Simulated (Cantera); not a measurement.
A perfectly stirred reactor is fed with H₂ : O₂ : N₂ = 0.53 : 1 : 4.8 (molar parts), equivalence ratio 0.27, at 390 Torr; it is held at 1050 K, and followed from long to short residence time.

Computed with Cantera and GRI-Mech 3.0 (53 species, 325 reactions). The temperature is held fixed by assumption; the heat of reaction is taken as removed at once.

Problem. What does this change do: H2 0.53 to 0.093 parts?

Solution. 
```
quantity                  before     after
----------------------  --------  --------
x(H₂) at τ = 0.790 s    0.000460  0.000130
x(O₂) at τ = 0.790 s       0.121     0.163
x(H₂O₂) at τ = 0.790 s   1.51e-6   2.60e-7
x(O) at τ = 0.790 s      1.25e-5   1.17e-5
x(NO) at τ = 0.790 s     1.95e-8   1.35e-8
x(H₂) at τ = 86.0 ms     0.00155  0.000453
x(O₂) at τ = 86.0 ms       0.122     0.163
x(H₂O₂) at τ = 86.0 ms   3.11e-6   7.48e-7
x(O) at τ = 86.0 ms      5.62e-5   4.47e-5
x(NO) at τ = 86.0 ms     1.91e-8   5.47e-9
```
